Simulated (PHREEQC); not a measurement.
Consider water at 59 °C with 62 mmol/kgw NaHF2. Closed to the air; pH follows from the charge balance.

Equilibrium calculation in PHREEQC: ion-association model, phreeqc.dat.

Each row changes one thing in this solution. Precipitation was switched off in this run.

| case | pH | ionic strength (mol/kgw) | HF (mol/kgw) | F- (mol/kgw) | HF2- (mol/kgw) |
|---|---|---|---|---|---|
| as made | 3.35 | 0.0614 | 0.0503 | 0.0503 | 0.0111 |
| temperature from 59 to 60 °C | 3.36 | 0.0614 | 0.0503 | 0.0503 | 0.0111 |
| temperature from 59 to 15 °C | 3.01 | 0.0620 | 0.0514 | 0.0525 | 0.00945 |
| temperature from 59 to 25 °C | [?] | [?] | 0.0509 | 0.0517 | 0.0101 |
| NaHF2 replaced by (NH4)2SiF6 at the same molality | 3.15 | [?] | [?] | 0.00398 | 9.32e-5 |

Task: Complete the blanks.

Result: 
- temperature from 59 to 25 °C, pH: 3.08
- temperature from 59 to 25 °C, ionic strength (mol/kgw): 0.0618
- NaHF2 replaced by (NH4)2SiF6 at the same molality, ionic strength (mol/kgw): 0.185
- NaHF2 replaced by (NH4)2SiF6 at the same molality, HF (mol/kgw): 0.00538

Some of these states are supersaturated (in Quartz (slow to form), Chalcedony (slow to form), for instance). Constants without temperature data keep their 25 °C values here. SiF6-2 is the database's only silicon fluoride.
